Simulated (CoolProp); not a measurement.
Values from CoolProp's reference Helmholtz-energy equation of state, Thol 2012.

Q: Give the vapour pressure (bar), vapour density (kg/m³), enthalpy of vaporisation (kJ/kg) of saturated benzene at 438.2, 477.8 K.

A: 
| T (K) | p (bar) | vapour density (kg/m³) | enthalpy of vaporisation (kJ/kg) |
|---|---|---|---|
| 438.2 | 7.82 | 19.6 | 322 |
| 477.8 | 15.5 | 39.5 | 277 |
